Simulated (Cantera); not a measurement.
Charge: 1 mol CH3OH, 0.26 mol CO2, 0.43 mol H2, held at 2875 K and 13300 Pa.

Equilibrium computed with Cantera from the NASA thermochemical tables; the gas is ideal and each condensed phase is pure. Candidate condensed phases: C, C6H6, C7H8, C8H18, H2O; 110 gas species. Rates play no part.

Base state: H2 0.442, CO 0.302, H 0.193, H2O 0.0500, OH 0.00655, CO2 0.00479, O 0.00178, O2 8.02e-5 (mole fractions); condensed: gas only.

### Question
What changes in the equilibrium state with this change: pressure from 13300 Pa to 30000 Pa?

### Answer
| species | before | after |
|---|---|---|
| H2 | 0.442 | 0.487 |
| CO | 0.302 | 0.312 |
| H | 0.193 | 0.135 |
| H2O | 0.0500 | 0.0551 |
| O2 | 8.02e-5 | 3.56e-5 |
| O | 0.00178 | 0.000788 |

### Question
What changes in the equilibrium state with this change: pressure from 13300 Pa to 2500000 Pa?

### Answer
```
species   before    after
-------  -------  -------
H2         0.442    0.581
CO         0.302    0.333
H2O       0.0500   0.0642
H          0.193   0.0161
O2       8.02e-5  4.08e-7
O        0.00178  9.24e-6
HCO      6.86e-7  1.19e-5
```
